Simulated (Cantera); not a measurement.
# Catalytic combustion on Pt

An isothermal plug-flow reactor at 775 K and 41000 Pa (inlet), inlet velocity 0.51 m/s, active area per volume 1300 1/m; feed 0.532 % H₂, 10.1 % O₂, 89.4 % N₂, equivalence ratio 0.026.

Model: Deutschmann's 1995 Pt surface mechanism with GRI-Mech 3.0 gas chemistry, integrated in Cantera. Catalytic surfaces can have several steady states; this one follows from the mechanism file's or the stated starting coverage. Mass transfer to the wall is taken as infinitely fast.

| z (m) | x H₂ | x O₂ | x H₂O | θ free Pt | θ O* | θ OH* |
|---|---|---|---|---|---|---|
| 0.00042 | 0.000648 | 0.0986 | 0.00468 | 0.0439 | 0.955 | 0.00113 |
| 0.0009 | 0.000120 | 0.0984 | 0.00521 | 0.0394 | 0.960 | 0.00111 |
| 0.0019 | 4.33e-6 | 0.0983 | 0.00533 | 0.0385 | 0.960 | 0.00110 |
| 0.0042 | 2.19e-9 | 0.0983 | 0.00533 | 0.0384 | 0.960 | 0.00110 |
| 0.009 | <1e-12 | 0.0983 | 0.00533 | 0.0384 | 0.960 | 0.00110 |
| 0.019 | <1e-12 | 0.0983 | 0.00533 | 0.0384 | 0.960 | 0.00110 |
| 0.042 | <1e-12 | 0.0983 | 0.00533 | 0.0384 | 0.960 | 0.00110 |
x: gas mole fraction; θ: surface coverage.
